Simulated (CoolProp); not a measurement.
Vapour-liquid equilibrium of n-octane (1) + o-xylene (2) at 0.0333 MPa; x and y are mole fractions of (1).

Computed with CoolProp (multi-fluid Helmholtz-energy mixture model, Beckmüller 2019 and Zhou 2012; pair parameters Bell 2016).

```csv
x,bubble temperature (K),y at the bubble point,dew temperature at overall composition x (K),liquid density (mol/L)
0.05,378.6,0.090,379.2,7.462
0.125,376.7,0.210,…,7.290
0.2,…,0.315,376.9,7.123
0.275,373.5,…,…,6.961
0.35,372.1,0.492,374.5,6.804
0.425,370.8,0.567,373.2,…
0.5,369.6,0.636,372.0,6.505
0.575,368.4,0.700,370.7,6.362
0.65,367.4,0.760,369.3,6.225
0.725,366.4,0.816,368.0,6.091
0.8,365.4,0.870,366.6,5.962
0.875,364.5,0.920,365.3,…
0.95,363.6,0.969,363.9,5.716
```

### Question
Fill in the missing entries.

### Answer

- 0.125, dew temperature at overall composition x (K): 378.0
- 0.2, bubble temperature (K): 375.0
- 0.275, y at the bubble point: 0.408
- 0.275, dew temperature at overall composition x (K): 375.7
- 0.425, liquid density (mol/L): 6.652
- 0.875, liquid density (mol/L): 5.837

No azeotrope shows between x = 0.05 and 0.95.

Pair parameters are fitted to limited data, so mixtures are less certain than the pure fluids.
